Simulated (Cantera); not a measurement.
A closed system holds: 1 mol Si₃N₄, 3.8 mol Cl₂, 51 mol H₂, at 13300 Pa.

Equilibrium computed with Cantera from the NASA thermochemical tables; the gas is ideal and each condensed phase is pure. Candidate condensed phases: NH₄Cl, Si, Si₃N₄; 28 gas species. The tables' values for SiCl₃, SiCl are old estimates; treat these amounts as uncertain. Gases not in the tables: Si₂H₆ and higher silanes. Rates play no part. All values below are at 1798 K.

Base state: H₂ 0.856, HCl 0.0827, N₂ 0.0352, SiCl₂ 0.0248, H 0.000892, SiCl₃ 0.000412, SiCl 6.61e-5, Cl 6.60e-5 (mole fractions); condensed: Si(l).

Q: What changes in the equilibrium state with this change: Cl₂ from 3.8 to 1.3 mol?

A: 
| species | before | after |
|---|---|---|
| H₂ | 0.856 | 0.919 |
| HCl | 0.0827 | 0.0380 |
| N₂ | 0.0352 | 0.0368 |
| SiCl₂ | 0.0248 | 0.00486 |
| SiCl₄ | 1.11e-5 | 4.26e-7 |
| SiCl₃ | 0.000412 | 3.58e-5 |
| SiHCl₃ | 2.86e-5 | 2.58e-6 |
| Si(l), mol | 1.56 | 2.73 |
